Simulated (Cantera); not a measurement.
Feed: 1 mol CCl₄, 0.51 mol F₂, 0.51 mol H₂, equilibrated at 1725 K and 0.250 bar.

Equilibrium computed with Cantera from the NASA thermochemical tables; the gas is ideal and each condensed phase is pure. Candidate condensed phases: C, C₆H₆, C₇H₈, C₈H₁₈; 118 gas species. Gases not in the tables: C₂F₆ and larger saturated fluorocarbons. Rates play no part.

What is the equilibrium state?


| Property | Result |
|---|---|
| x(Cl₂) | 0.393 |
| x(Cl) | 0.274 |
| x(HF) | 0.183 |
| x(HCl) | 0.119 |
| x(CF₄) | 0.0263 |
| x(CClF₃) | 0.00388 |
| x(CCl₂F₂) | 0.000425 |
| x(CF₂) | 0.000255 |
| x(ClF) | 0.000174 |
| n(C(graphite)) | 0.895 mol |
| gas amount | 3.380 mol |
